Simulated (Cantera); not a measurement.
Charge: 1 mol SiH4, 0.25 mol N2, held at 1.00 bar.

These are equilibrium values from Cantera (NASA tables, ideal gas, pure condensed phases), not measurements of a reactor. Candidate condensed phases: Si, Si3N4; 18 gas species. N2 is the only nitrogen source here; it is nearly inert below about 1500 K, so the nitride shown seldom forms there in practice. Mutual solubility and eutectic melting of coexisting phases are not modelled. Rates play no part. All values below are at 1425 K.

Base state: H2 1.000, N2 1.00e-5 (mole fractions); condensed: Si(s) + Si3N4(s).

Problem. What changes in the equilibrium state with this change: pressure from 1.00 bar to 0.000370 bar?

Solution. 
| species | before | after |
|---|---|---|
| H2 | 1.000 | 0.973 |
| N2 | 1.00e-5 | 0.0270 |
| H | 6.82e-6 | 0.000350 |
| Si(s), mol | 0.625 | 0.708 |
| Si3N4(s), mol | 0.125 | 0.0972 |
